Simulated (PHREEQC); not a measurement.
Polishing slurry liquid

Dissolve 0.0019 mol/kgw KOH, 0.3 mol/kgw Al(NO3)3 and 0.13 mol/kgw CuSO4 at 25 °C. Closed to the air; pH follows from the charge balance.

All values are PHREEQC results (ion-association model, phreeqc.dat), not measurements.

Each row changes one thing in this solution. No solid was allowed to form.

```tsv
case	pH	ionic strength (mol/kgw)	Al+3 (mol/kgw)	AlOH+2 (mol/kgw)	Al(OH)2+ (mol/kgw)	Al(OH)3 (mol/kgw)	SI of Gibbsite (Al(OH)3)
as made	3.53	1.65	0.192	0.00233	1.51e-5	3.16e-9	+0.49
CuSO4 left out	3.36	1.79	0.297	0.00248	1.08e-5	1.49e-9	+0.18
KOH left out	3.17	1.65	0.193	0.00104	2.97e-6	2.74e-10	-0.57
temperature from 25 to 45 °C	3.12	1.64	0.190	0.00307	3.53e-5	1.03e-8	+0.29
diluted 10-fold with water	3.71	0.171	0.0200	0.000437	7.57e-6	…	…
CuSO4 from 0.13 to 0.065 mol/kgw	3.44	1.71	0.241	0.00240	1.27e-5	2.14e-9	+0.33
KOH from 0.0019 to 0.00209 mol/kgw	3.56	1.65	0.192	0.00248	1.72e-5	3.84e-9	+0.58
diluted 100-fold with water	3.99	0.0181	0.00210	0.000123	6.46e-6	8.20e-9	+0.75
```

Q: What belongs in the gaps?

A: 
- diluted 10-fold with water, Al(OH)3 (mol/kgw): 4.16e-9
- diluted 10-fold with water, SI of Gibbsite (Al(OH)3): +0.47

The ionic strength passes 0.7 mol/kgw, the rough limit of the ion-association models, in as made; CuSO4 left out; KOH left out; temperature from 25 to 45 °C; CuSO4 from 0.13 to 0.065 mol/kgw; KOH from 0.0019 to 0.00209 mol/kgw. Some of these states are supersaturated (in Gibbsite (slow to form), for instance). At this temperature some constants are extrapolated from 25 °C, and those without enthalpy data are left unchanged.
